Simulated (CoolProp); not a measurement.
CF4 (R14) at 367.66 K and 0.117 MPa flows at 0.11 m/s in a round tube of 1 mm bore and 15 µm roughness, fully developed (64/Re and Nu = 3.66 if laminar; Colebrook and Gnielinski if turbulent). Each further row changes one setting.

Values from CoolProp's reference Helmholtz-energy equation of state, Platzer 1990. This equation is an older, rougher fit.

```json
[
 {"case": "as stated", "Reynolds number": "18.0", "Darcy friction factor": "?", "pressure drop (Pa/m)": "72.4", "heat-transfer coefficient (W/(m² K))": "79.3", "mass flow (kg/h)": "?"},
 {"case": "velocity 0.22 m/s", "Reynolds number": "36.1", "Darcy friction factor": "1.77", "pressure drop (Pa/m)": "145", "heat-transfer coefficient (W/(m² K))": "79.3", "mass flow (kg/h)": "?"},
 {"case": "diameter 2 mm", "Reynolds number": "36.1", "Darcy friction factor": "1.77", "pressure drop (Pa/m)": "18.1", "heat-transfer coefficient (W/(m² K))": "39.7", "mass flow (kg/h)": "0.00420"}
]
```

**Question.** Fill in the missing entries.

**Answer.** 
- as stated, Darcy friction factor: 3.55
- as stated, mass flow (kg/h): 0.00105
- velocity 0.22 m/s, mass flow (kg/h): 0.00210

Viscosity comes from a separate model (Huber 2003), an estimate that may be off by 10 % or more. Thermal conductivity comes from a separate model (Huber 2003), an estimate that may be off by 10 % or more.
